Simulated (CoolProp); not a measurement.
Model: reference Helmholtz-energy equation of state, Schmidt 1985, in CoolProp.

Q: For oxygen, give the phase and the density (kg/m³), fugacity coefficient at -151.35 °C and 7.13 MPa; -93.55 °C and 7.13 MPa.

A: 
- -151.35 °C and 7.13 MPa: liquid; density 993, fugacity coefficient 0.164
- -93.55 °C and 7.13 MPa: supercritical; density 240, fugacity coefficient 0.720
